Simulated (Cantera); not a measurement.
**Stirred combustor or abatement burner**

A perfectly stirred reactor is fed with CH4 : C2H6 : C3H8 : O2 : N2 = 1 : 0.042 : 0.49 : 3.54 : 11 (molar parts), at 10.0 bar; it is adiabatic with a 375 K inlet, and is followed from long to short residence time, starting on the burning branch (τ in s: 0.051, 0.025, 0.013, 0.0063, 0.0032, 0.0016, 0.00079, 0.0004, 0.0002, 9.9e-05).

Cantera simulation using GRI-Mech 3.0 (53 species, 325 reactions); the numbers are that mechanism's predictions, not measurements. GRI-Mech 3.0 was tuned for natural gas; its chemistry of propane as a main component is partial and can be far from experiment.

```tsv
τ (s)	T (K)	x CH4	x C2H6	x C3H8	x O	x C2H	x C2H2
0.051	2331	1.53e-5	4.81e-9	4.39e-8	9.00e-6	9.39e-9	9.50e-6
0.025	2330	2.66e-5	9.76e-9	8.69e-8	1.05e-5	1.81e-8	1.71e-5
0.013	2329	4.21e-5	1.86e-8	1.61e-7	1.28e-5	3.25e-8	2.79e-5
0.0063	2326	6.63e-5	3.79e-8	3.13e-7	1.68e-5	6.05e-8	4.59e-5
0.0032	2323	9.71e-5	7.31e-8	5.76e-7	2.26e-5	1.06e-7	7.01e-5
0.0016	2318	0.000139	1.43e-7	1.06e-6	3.17e-5	1.83e-7	0.000104
0.00079	2311	0.000198	2.81e-7	1.96e-6	4.57e-5	3.12e-7	0.000153
0.00040	2301	0.000282	5.44e-7	3.54e-6	6.52e-5	5.17e-7	0.000219
0.00020	2287	0.000419	1.10e-6	6.56e-6	9.19e-5	8.56e-7	0.000324
9.9e-5	2265	0.000670	2.41e-6	1.27e-5	0.000125	1.42e-6	0.000506
```
x: mole fraction; the columns are a selection and need not sum to one.
